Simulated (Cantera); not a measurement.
A perfectly stirred reactor is fed with CH4 : O2 : N2 = 0.0067 : 0.029 : 1 (molar parts), equivalence ratio 0.46, at 1.20 bar; it is held at 1198 K, and followed from long to short residence time.

Computed with Cantera and GRI-Mech 3.0 (53 species, 325 reactions).

Problem. What does this change do: pressure from 1.20 bar to 10.0 bar?

Solution. 
| quantity | before | after |
|---|---|---|
| x(CH4) at τ = 0.350 s | 3.25e-5 | 0.000110 |
| x(O2) at τ = 0.350 s | 0.0153 | 0.0157 |
| x(CH3) at τ = 0.350 s | 1.28e-6 | 8.23e-7 |
| x(C2H2) at τ = 0.350 s | 4.47e-9 | 6.86e-8 |
| x(CH2CO) at τ = 0.350 s | 5.25e-8 | 9.74e-7 |
| x(CH4) at τ = 6.30 ms | 0.00647 | 0.00189 |
| x(O2) at τ = 6.30 ms | 0.0280 | 0.0211 |
| x(CH3) at τ = 6.30 ms | 2.65e-7 | 7.79e-6 |
| x(C2H2) at τ = 6.30 ms | <1e-12 | 1.23e-6 |
| x(CH2CO) at τ = 6.30 ms | <1e-12 | 1.73e-5 |

Problem. What does this change do: temperature 1198 to 1550 K?

Solution. 
```csv
quantity,before,after
x(CH4) at τ = 0.350 s,3.25e-5,2.96e-6
x(O2) at τ = 0.350 s,0.0153,0.0151
x(CH3) at τ = 0.350 s,1.28e-6,3.63e-7
x(C2H2) at τ = 0.350 s,4.47e-9,1.54e-10
x(CH2CO) at τ = 0.350 s,5.25e-8,2.26e-10
x(CH4) at τ = 6.30 ms,0.00647,3.18e-5
x(O2) at τ = 6.30 ms,0.0280,0.0153
x(CH3) at τ = 6.30 ms,2.65e-7,2.88e-6
x(C2H2) at τ = 6.30 ms,<1e-12,7.04e-10
x(CH2CO) at τ = 6.30 ms,<1e-12,4.92e-9
```
